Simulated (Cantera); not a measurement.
Mixture: 7.51 % CH₃OH, 19.5 % O₂, 73.0 % N₂, equivalence ratio 0.58, at 92000 Pa, adiabatic and at constant pressure. Ignition delay is the time to a rise of 400 K.

Detailed kinetics in Cantera: GRI-Mech 3.0 (53 species, 325 reactions). GRI-Mech 3.0 was tuned for natural gas; its chemistry of methanol as a main component is partial and can be far from experiment. Where the delays flatten at high temperature, the 400 K rule measures the pace of heat release, not the induction time.

Problem. Predict: delay at 1273 K; delay at 1473 K; delay at 1673 K; delay at 1873 K; delay at 2073 K.

Solution. 
```json
{
 "delay at 1273 K": "3.85 ms",
 "delay at 1473 K": "0.381 ms",
 "delay at 1673 K": "79.2 µs",
 "delay at 1873 K": "25.1 µs",
 "delay at 2073 K": "19.1 µs"
}
```
